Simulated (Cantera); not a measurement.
Cantera run:

```python
import numpy as np
import cantera as ct

gas_names = [...]  # 93 gases of nasa_gas.yaml made of C, H, N, Ti
cond_names = """
    C(gr) C6H6(L) C7H8(L) C8H18(L),n-octa Ti(a) Ti(b) Ti(L) TiC(s) TiC(L) TiN(s) TiN(L)
""".split()


# ... load() reads the species with a 1 bar reference pressure and builds the phases ...
atoms = {
    'Ti(NMe2)4': {'Ti': 1, 'C': 8, 'H': 24, 'N': 4},
    'C3H8': {'C': 3, 'H': 8},
    'H2': {'H': 2},
}
top_T = {'C(gr)': 4500}  # K; cautious upper limits of use, not melting points


# ... equilibrate(T, P, feed) seeds the gas with the atoms and calls Mixture.equilibrate('TP', solver="vcs", rtol=1e-11, max_steps=5000) ...
results = []
feed = {'Ti(NMe2)4': 1, 'C3H8': 1.9, 'H2': 180}  # mol
P = 12000  # Pa
for T in [1448, 1498, 1548, 1598, 1648, 1698, 1748, 1798, 1848, 1898, 1948, 1998, 2048, 2098]:
    mix = equilibrate(T, P, feed)
    results.append((T, P, feed, dict(zip(mix.species_names, mix.species_moles))))

top = {s: max(r[3][s] / sum(r[3][g] for g in gas_names) for r in results) for s in gas_names}
cols = sorted((s for s in top if top[s] > 1e-06), key=lambda s: -top[s])[:7]
seen = [c for c in cond_names if any(r[3].get(c, 0) > 1e-12 for r in results)]
print("log10 of partial pressures in bar; condensed amounts in mol")
print(f"{'T/K':>10s}" + "".join(f"{s[:9]:>10s}" for s in cols + seen))
for T, P, feed, n in results:
    ng = sum(n[g] for g in gas_names)
    print(f"{T:10.4g}" + "".join(f"{np.log10(max(n[s] / ng * P / 1e5, 1e-99)):10.3f}" for s in cols)
          + "".join(f"{n.get(c, 0):10.4g}" for c in seen))
```

Result:

```
log10 of partial pressures in bar; condensed amounts in mol
       T/K        H2        N2         H       HCN C2H2,acet       CH4       HNC     C(gr)    TiC(s)
      1448    -0.925    -2.926    -5.498    -5.066    -6.248    -4.327    -6.915      12.6         1
      1498    -0.925    -2.926    -5.228    -4.908    -5.980    -4.437    -6.683     12.61         1
      1548    -0.925    -2.927    -4.974    -4.760    -5.730    -4.539    -6.467     12.62         1
      1598    -0.925    -2.929    -4.737    -4.621    -5.495    -4.634    -6.264     12.61         1
      1648    -0.925    -2.930    -4.513    -4.492    -5.275    -4.724    -6.075     12.59         1
      1698    -0.925    -2.932    -4.303    -4.370    -5.068    -4.808    -5.896     12.57         1
      1748    -0.926    -2.935    -4.104    -4.256    -4.873    -4.888    -5.729     12.54         1
      1798    -0.926    -2.938    -3.916    -4.148    -4.689    -4.963    -5.571     12.49         1
      1848    -0.926    -2.942    -3.739    -4.047    -4.515    -5.034    -5.422     12.42         1
      1898    -0.927    -2.947    -3.570    -3.952    -4.351    -5.101    -5.282     12.34         1
      1948    -0.927    -2.952    -3.410    -3.862    -4.196    -5.165    -5.150     12.23         1
      1998    -0.928    -2.959    -3.259    -3.778    -4.048    -5.226    -5.025     12.09         1
      2048    -0.929    -2.966    -3.114    -3.699    -3.908    -5.284    -4.907     11.91         1
      2098    -0.930    -2.975    -2.977    -3.624    -3.776    -5.340    -4.796      11.7         1
```

Method: chemical equilibrium by Gibbs-energy minimisation in Cantera with the NASA 1993 tables (ideal gas, pure condensed phases). The feed counts by its element totals alone. TiC: taken at fixed stoichiometry.
